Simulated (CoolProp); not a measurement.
Normal hydrogen along the isobar 7.69 MPa: density (kg/m³) from the reference equation and from simpler models built on Tc = -240.0 °C, pc = 1.296 MPa, ω = -0.219; each cubic takes its own stable root.

The numbers come from the reference Helmholtz-energy equation of state, Leachman 2009 in CoolProp.

| T (°C) | phase | reference | Redlich-Kwong | Peng-Robinson |
|---|---|---|---|---|
| -240.65 | liquid | (withheld) | 70.42 | 78.19 |
| -229.95 | supercritical | 55.29 | (withheld) | 60.53 |
| -219.25 | supercritical | 41.75 | 37.75 | 45.22 |
| -208.55 | supercritical | 31.83 | 29.36 | (withheld) |
| -197.85 | supercritical | 25.68 | 24.20 | 27.95 |
| -187.25 | supercritical | 21.70 | 20.76 | 23.49 |
| -176.55 | supercritical | 18.87 | 18.24 | 20.29 |
| -165.85 | supercritical | 16.76 | 16.31 | 17.90 |
| -155.15 | supercritical | 15.11 | 14.78 | 16.05 |
| -144.45 | supercritical | 13.78 | (withheld) | 14.56 |
| -133.75 | supercritical | 12.68 | 12.50 | 13.34 |
| -123.05 | supercritical | 11.76 | 11.61 | 12.32 |
| -112.35 | supercritical | 10.97 | 10.85 | 11.45 |

Task: Some entries are withheld; supply them.

Result: 
- -240.65, reference: 67.73
- -229.95, Redlich-Kwong: 51.80
- -208.55, Peng-Robinson: 34.69
- -144.45, Redlich-Kwong: 13.54
